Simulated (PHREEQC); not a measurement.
Alkaline etch or developer

Make-up at 25 °C and 300 atm: 0.019 mol/kgw NaOH, 0.00013 mol/kgw K2SiO3 and 0.001 mol/kgw (CH3)4NCl. Closed to the air; pH follows from the charge balance.

All values are PHREEQC results (ion-association model, phreeqc.dat), not measurements.

Each row changes one thing in this solution. No solid was allowed to form.

```json
[
 {"case": "as made", "pH": "12.10", "ionic strength (mol/kgw)": "0.0203", "H3SiO4- (mol/kgw)": "0.000110", "H2SiO4-2 (mol/kgw)": "1.99e-5", "H4SiO4 (mol/kgw)": "3.80e-7", "SI of Quartz (SiO2)": "-2.47"},
 {"case": "temperature from 25 to 30 °C", "pH": "11.94", "ionic strength (mol/kgw)": "0.0203", "H3SiO4- (mol/kgw)": "0.000111", "H2SiO4-2 (mol/kgw)": "1.89e-5", "H4SiO4 (mol/kgw)": "4.73e-7", "SI of Quartz (SiO2)": "-2.45"},
 {"case": "NaOH replaced by NaHCO3 at the same molality", "pH": "8.27", "ionic strength (mol/kgw)": "0.0203", "H3SiO4- (mol/kgw)": "5.23e-6", "H2SiO4-2 (mol/kgw)": "1.37e-10", "H4SiO4 (mol/kgw)": "0.000125", "SI of Quartz (SiO2)": "+0.05"},
 {"case": "(CH3)4NCl from 0.001 to 0.0002 mol/kgw", "pH": "12.11", "ionic strength (mol/kgw)": "0.0195", "H3SiO4- (mol/kgw)": "0.000110", "H2SiO4-2 (mol/kgw)": "1.98e-5", "H4SiO4 (mol/kgw)": "3.80e-7", "SI of Quartz (SiO2)": "-2.47"},
 {"case": "temperature from 25 to 90 °C", "pH": "10.51", "ionic strength (mol/kgw)": "0.0203", "H3SiO4- (mol/kgw)": "0.000117", "H2SiO4-2 (mol/kgw)": "9.47e-6", "H4SiO4 (mol/kgw)": "3.60e-6", "SI of Quartz (SiO2)": "-2.29"},
 {"case": "NaOH from 0.019 to 0.038 mol/kgw", "pH": "12.38", "ionic strength (mol/kgw)": "0.0393", "H3SiO4- (mol/kgw)": "9.37e-5", "H2SiO4-2 (mol/kgw)": "3.62e-5", "H4SiO4 (mol/kgw)": "1.62e-7", "SI of Quartz (SiO2)": "-2.84"},
 {"case": "NaOH left out", "pH": "10.09", "ionic strength (mol/kgw)": "0.00126", "H3SiO4- (mol/kgw)": "9.29e-5", "H2SiO4-2 (mol/kgw)": "1.24e-7", "H4SiO4 (mol/kgw)": "3.69e-5", "SI of Quartz (SiO2)": "-0.48"},
 {"case": "diluted 10-fold with water", "pH": "11.14", "ionic strength (mol/kgw)": "0.00203", "H3SiO4- (mol/kgw)": "1.24e-5", "H2SiO4-2 (mol/kgw)": "1.93e-7", "H4SiO4 (mol/kgw)": "4.29e-7", "SI of Quartz (SiO2)": "-2.42"}
]
```

Under pressure, the constants of complexes without a molar volume in the database are unreliable. (CH3)4N+ isn't in the database: it is added as a free cation with an ion size of 4 Å. Away from 25 °C the constants follow the database's enthalpies or fits; those with neither stay at their 25 °C values.
